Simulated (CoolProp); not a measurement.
Vapour-liquid equilibrium of R115 (1) + R22 (2) at 0.045 bar; x and y are mole fractions of (1).

Values from CoolProp's multi-fluid Helmholtz-energy mixture model, Lemmon 2016 and Kamei 1995; pair parameters Bell 2016.

Task: Give the bubble temperature and the first vapour's composition at x = 0.2, 0.725, 0.875. Is there an azeotrope?

Result: x = 0.2: 179.3 K, y = 0.367; x = 0.725: 178.0 K, y = 0.611; x = 0.875: 178.7 K, y = 0.690. y crosses x between x = 0.575 and 0.65: the model has an azeotrope there.

The pair parameters rest on a limited set of measurements; away from them the model extrapolates.
